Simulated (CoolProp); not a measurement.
The fluid at 332.87 K and 0.922 MPa flows at 1.3 m/s in a round tube of 100 mm bore and 0.25 µm roughness, fully developed (64/Re and Nu = 3.66 if laminar; Colebrook and Gnielinski if turbulent). The same conditions are run with several fluids, on thermodynamics alone (safety and materials aside).

The numbers come from the reference Helmholtz-energy equation of state of each fluid (n-octane: Beckmüller 2019; p-xylene: Zhou 2012; benzene: Thol 2012; n-decane: Lemmon 2006; n-nonane: Lemmon 2006) in CoolProp.

Rank n-octane, p-xylene, benzene, n-decane, n-nonane by Reynolds number, highest first.

benzene (274000), p-xylene (257000), n-octane (246000), n-nonane (200000), n-decane (166000)

```csv
fluid,Darcy friction factor,pressure drop (Pa/m),heat-transfer coefficient (W/(m² K)),mass flow (kg/h)
n-octane,0.0150,85.3,1530,24700
p-xylene,0.0149,104,1550,30400
benzene,0.0147,104,1690,30800
n-decane,0.0163,96.2,1340,25700
n-nonane,0.0157,91.0,1430,25300
```

Transport values come from each fluid's own correlations.
